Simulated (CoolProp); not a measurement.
Vapour-liquid equilibrium of R22 (1) + acetone (2) at 294.2 K; x and y are mole fractions of (1).

Values from CoolProp's multi-fluid Helmholtz-energy mixture model, Kamei 1995 and Lemmon 2006; pair parameters Bell 2016.

```
x     bubble pressure (kPa)  y at the bubble point  dew pressure at overall composition x (kPa)  liquid density (mol/L)
----  ---------------------  ---------------------  -------------------------------------------  ----------------------
0.05                  64.42                  0.609                                        27.20                   13.65
0.2                   140.2                  0.836                                        32.21                   13.85
0.35                  212.2                  0.906                                        39.46                   14.07
0.5                   314.4                  0.951                                        50.89                   14.27
0.65                  466.0                  0.979                                        71.48                   14.42
0.8                   666.9                  0.993                                        118.6                   14.43
0.95                  876.6                  0.999                                        309.8                   14.16
```

No azeotrope shows between x = 0.05 and 0.95.

The pair parameters rest on a limited set of measurements; away from them the model extrapolates.
